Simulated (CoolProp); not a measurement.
Values from CoolProp's reference Helmholtz-energy equation of state, Span 1996.

Task: For carbon dioxide, give the phase and the Joule-Thomson coefficient (K/MPa), viscosity (µPa s), conductivity (mW/(m K)) at 278 K and 0.12 MPa; 278 K and 0.939 MPa; 278 K and 3.22 MPa.

Result: 
- 278 K and 0.12 MPa: gas; Joule-Thomson coefficient 13.1, viscosity 13.9, conductivity 15.1
- 278 K and 0.939 MPa: gas; Joule-Thomson coefficient 13.2, viscosity 14.0, conductivity 15.7
- 278 K and 3.22 MPa: gas; Joule-Thomson coefficient 13.5, viscosity 14.6, conductivity 19.1

Viscosity comes from a separate model (Laesecke 2017). Thermal conductivity comes from a separate model (Huber 2016).
